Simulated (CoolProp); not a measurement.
Vapour-liquid equilibrium of benzene (1) + o-xylene (2) at 502.3 K; x and y are mole fractions of (1).

Model: multi-fluid Helmholtz-energy mixture model, Thol 2012 and Zhou 2012; pair parameters Bell 2016, in CoolProp.

```tsv
x	bubble pressure (MPa)	y at the bubble point	dew pressure at overall composition x (MPa)	liquid density (mol/L)
0.05	0.6821	0.118	0.6467	6.449
0.15	0.8199	0.323	0.7002	6.584
0.25	0.9773	0.484	0.7643	6.716
0.35	1.146	0.605	0.8424	6.846
0.45	1.317	0.697	0.9394	6.975
0.55	1.487	…	1.063	…
0.65	1.654	0.829	…	7.235
0.75	1.818	0.880	1.438	7.370
0.85	…	0.928	…	7.513
0.95	2.151	0.975	2.061	7.671
```

### Question
What belongs in the gaps?

### Answer

- 0.55, y at the bubble point: 0.769
- 0.55, liquid density (mol/L): 7.104
- 0.65, dew pressure at overall composition x (MPa): 1.224
- 0.85, bubble pressure (MPa): 1.982
- 0.85, dew pressure at overall composition x (MPa): 1.720

No azeotrope shows between x = 0.05 and 0.95.

The pair parameters rest on a limited set of measurements; away from them the model extrapolates.
